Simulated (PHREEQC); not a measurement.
Model water analysis in mg/kgw, 25 °C, pH 3.72, pe 10.5:

```csv
constituent,mg/kgw
Na,1630
K,1070
Ca,131
Mg,187
Cl,1190
S(6) as SO4,4250
Cu(2),8.69
Zn,28.2
Pb,86.9
```

Cl is adjusted to close the charge balance.
Valence states are taken as typed.

All values are PHREEQC results (ion-association model, wateq4f.dat), not measurements.

Each row changes one thing in this solution. Precipitation was switched off in this run.

```csv
case,ionic strength (mol/kgw),Ca+2 (mol/kgw),CaSO4 (mol/kgw),Zn+2 (mol/kgw),ZnSO4 (mol/kgw),PbCl+ (mol/kgw),SI of Gypsum (CaSO4:2H2O),SI of Anglesite (PbSO4)
as made,0.145,0.00189,0.00138,0.000201,0.000177,4.91e-5,-0.57,+1.40
Zn from 28.2 to 84.6 mg/kgw,0.146,0.00190,0.00137,0.000608,?,5.18e-5,-0.57,+1.39
Ca from 131 to 262 mg/kgw,0.150,?,0.00267,0.000206,0.000172,5.86e-5,-0.28,+1.38
```

Task: Complete the blanks.

Result: 
- Zn from 28.2 to 84.6 mg/kgw, ZnSO4 (mol/kgw): 0.000525
- Ca from 131 to 262 mg/kgw, Ca+2 (mol/kgw): 0.00386

Complexes and solids missing from the database can't appear. Some of these states are supersaturated (in Anglesite, for instance).
